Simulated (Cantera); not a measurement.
Feed: 1 mol Pb, 0.98 mol CO, 0.79 mol N2, 2 mol H2, at 270 Pa.

Method: chemical equilibrium by Gibbs-energy minimisation in Cantera with the NASA 1993 tables (ideal gas, pure condensed phases). Candidate condensed phases: C, C6H6, C7H8, C8H18, H2O, Pb, PbO, PbO2, Pb3O4; 139 gas species. Rates play no part. All values below are at 1225 °C.

Base state: H2 0.419, Pb 0.210, CO 0.205, N2 0.166, H 0.000214, HCN 1.14e-5 (mole fractions); condensed: gas only.

**Question.** What changes in the equilibrium state with this change: Pb replaced by PbO?

**Answer.** 
| species | before | after |
|---|---|---|
| H2 | 0.419 | 0.252 |
| Pb | 0.210 | 0.210 |
| H2O | 9.77e-6 | 0.167 |
| CO2 | 1.86e-6 | 0.0421 |
| CO | 0.205 | 0.163 |
| N2 | 0.166 | 0.166 |
| PbO | 1.84e-9 | 5.26e-5 |
| HCN | 1.14e-5 | <1e-9 |
| H | 0.000214 | 0.000166 |
